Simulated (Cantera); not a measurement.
Premixed flame

A freely propagating, adiabatic, planar premixed flame of 10.2 % CH3OH, 18.4 % O2, 69.1 % N2, 2.34 % CO2, unburnt at 625 K and 7500 Torr; mixture-averaged transport, grid criteria slope 0.08 and curve 0.16, no radiation.

Cantera simulation using GRI-Mech 3.0 (53 species, 325 reactions); the numbers are that mechanism's predictions, not measurements. GRI-Mech 3.0 was tuned for natural gas; its chemistry of methanol as a main component is partial and can be far from experiment. Burning velocities carry a grid error of a few per cent, more on coarse grids.

```tsv
z (mm)	T (K)	u (m/s)	x CH3OH	x O2	x CH3	x H	x CH2	x HCO
-0.177	626	0.521	0.101	0.184	<1e-8	<1e-8	<1e-8	<1e-8
-0.118	630	0.526	0.101	0.183	<1e-8	<1e-8	<1e-8	<1e-8
-0.0884	646	0.541	0.100	0.181	<1e-8	<1e-8	<1e-8	<1e-8
-0.0589	725	0.612	0.0950	0.173	<1e-8	<1e-8	<1e-8	<1e-8
-0.0295	1048	0.906	0.0690	0.142	1.47e-8	5.95e-8	<1e-8	1.47e-8
-0.0147	1379	1.22	0.0366	0.109	9.71e-7	1.17e-5	<1e-8	2.81e-6
0	1759	1.58	0.00339	0.0714	2.02e-5	0.000517	7.93e-7	5.60e-5
0.0147	1948	1.74	5.97e-6	0.0506	1.51e-6	0.00125	9.15e-8	1.46e-6
0.0295	2047	1.82	<1e-8	0.0421	4.86e-8	0.00103	<1e-8	5.98e-8
0.0589	2145	1.89	<1e-8	0.0359	<1e-8	0.000533	<1e-8	1.34e-8
0.118	2212	1.94	<1e-8	0.0323	<1e-8	0.000194	<1e-8	<1e-8
0.236	2243	1.97	<1e-8	0.0308	<1e-8	7.94e-5	<1e-8	<1e-8
0.471	2251	1.97	<1e-8	0.0304	<1e-8	5.75e-5	<1e-8	<1e-8
```
x: mole fraction of selected species; z is measured from the peak of heat release.

The laminar burning velocity is 52.0 cm/s, the thermal thickness is 0.0589 mm and the peak x(CH3) comes out as 2.04e-5. The peak x(H) is 0.00125, the peak x(CH2) is 8.62e-7 and the peak x(HCO) is 5.60e-5.
